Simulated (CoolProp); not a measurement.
Properties of CHF3 (R23) at several states (Tc = 299.3 K, pc = 4.832 MPa, ω = 0.263).

Values from CoolProp's reference Helmholtz-energy equation of state, Penoncello 2003.

| T (K) | p (MPa) | phase | cv (kJ/(kg K)) | isothermal compressibility (1/MPa) | expansivity (1/kK) | Prandtl number | fugacity coefficient |
|---|---|---|---|---|---|---|---|
| 231.3 | 0.64 | gas | 0.6544 | 1.858 | 7.561 | 0.974 | 0.8810 |
| 332.8 | 0.0158 | gas | 0.6605 | 63.34 | 3.013 | 0.841 | 0.9992 |
| 292.1 | 0.0267 | gas | … | 37.54 | 3.449 | … | 0.9978 |
| 213.6 | 2.59 | liquid | 0.7198 | 0.002525 | … | … | 0.1207 |

**Question.** Some entries are withheld; supply them.

**Answer.** 
- 292.1, cv (kJ/(kg K)): 0.6024
- 292.1, Prandtl number: 0.802
- 213.6, expansivity (1/kK): 3.001
- 213.6, Prandtl number: 2.40

Viscosity comes from a separate model (Shan 2000). Thermal conductivity comes from a separate model (Shan 2000).
